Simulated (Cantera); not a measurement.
# Equilibrium for nitride etching: BN + H₂ + N₂ + NF₃

Feed: 1 mol BN, 47 mol H₂, 5.3 mol N₂, 9.1 mol NF₃, held at 1600 K.

Equilibrium computed with Cantera from the NASA thermochemical tables; the gas is ideal and each condensed phase is pure. Candidate condensed phases: B, BN; 31 gas species. The tables' values for BF₂ are old estimates; treat these amounts as uncertain. Equilibrium is a limit: real reactors are often held back by kinetics, nucleation or transport.

```tsv
P (Pa)	x H₂	x HF	x N₂	x BF₃	x H
1	0.484	0.345	0.146	0.0121	0.0120
4.20	0.489	0.345	0.146	0.0132	0.00587
18	0.492	0.345	0.147	0.0137	0.00284
75	0.493	0.345	0.147	0.0139	0.00139
320	0.494	0.345	0.147	0.0140	0.000675
1300	0.494	0.345	0.147	0.0141	0.000335
5600	0.494	0.345	0.147	0.0141	0.000162
24000	0.494	0.345	0.147	0.0141	7.80e-5
100000	0.494	0.345	0.147	0.0141	3.82e-5
```
x: gas mole fraction; nothing condenses.

From 0.00750 Torr to 750 Torr nothing is condensed. The main B-bearing gas is BF₃ throughout.
